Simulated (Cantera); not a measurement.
# Equilibrium for boron, boron nitride and boron oxide: B2H6 + H2O + H2

Feed: 1 mol B2H6, a varied amount of H2O, 69 mol H2, held at 1500 °C and 21.0 Pa.

Cantera equilibrium calculation (NASA polynomials, part measured and part estimated; ideal gas, pure solids and liquids). Candidate condensed phases: B, B2O3, B3O3H3, H2O; 23 gas species. The feed counts by its element totals alone. The tables' values for BH2 are old estimates; treat these amounts as uncertain. Equilibrium is a limit: real reactors are often held back by kinetics, nucleation or transport.

```json
[
 {"n(H2O) (mol)": "0.44", "log p H2": "-3.69", "log p H": "-5.39", "log p HBO": "-6.05", "log p HBO2": "-10.26", "log p BO": "-6.48", "log p H2O": "-10.54", "log p B2O3": "-11.13", "n B(s)": "1.55"},
 {"n(H2O) (mol)": "0.6", "log p H2": "-3.69", "log p H": "-5.39", "log p HBO": "-5.92", "log p HBO2": "-10.00", "log p BO": "-6.35", "log p H2O": "-10.42", "log p B2O3": "-10.75", "n B(s)": "1.39"},
 {"n(H2O) (mol)": "0.81", "log p H2": "-3.69", "log p H": "-5.39", "log p HBO": "-5.79", "log p HBO2": "-9.76", "log p BO": "-6.23", "log p H2O": "-10.29", "log p B2O3": "-10.37", "n B(s)": "1.18"},
 {"n(H2O) (mol)": "1.1", "log p H2": "-3.69", "log p H": "-5.39", "log p HBO": "-5.67", "log p HBO2": "-9.51", "log p BO": "-6.11", "log p H2O": "-10.17", "log p B2O3": "-10.00", "n B(s)": "0.890"},
 {"n(H2O) (mol)": "1.5", "log p H2": "-3.69", "log p H": "-5.39", "log p HBO": "-5.55", "log p HBO2": "-9.26", "log p BO": "-5.98", "log p H2O": "-10.05", "log p B2O3": "-9.63", "n B(s)": "0.489"},
 {"n(H2O) (mol)": "2", "log p H2": "-3.70", "log p H": "-5.39", "log p HBO": "-5.44", "log p HBO2": "-8.37", "log p BO": "-5.87", "log p H2O": "-9.27", "log p B2O3": "-8.62", "n B(s)": "0"},
 {"n(H2O) (mol)": "2.7", "log p H2": "-3.70", "log p H": "-5.39", "log p HBO": "-5.64", "log p HBO2": "-5.91", "log p BO": "-6.07", "log p H2O": "-6.61", "log p B2O3": "-6.36", "n B(s)": "0"},
 {"n(H2O) (mol)": "3.7", "log p H2": "-3.70", "log p H": "-5.40", "log p HBO": "-5.96", "log p HBO2": "-5.54", "log p BO": "-6.39", "log p H2O": "-5.92", "log p B2O3": "-6.31", "n B(s)": "0"}
]
```
log p: log10 of the partial pressure in bar; n: condensed amount in mol.

From 0.44 mol H2O to 1.5 mol H2O the condensed part is B(s). From 2 mol H2O to 3.7 mol H2O nothing is condensed. The main B-bearing gas is HBO at 0.44 mol H2O and HBO2 at 3.7 mol H2O.
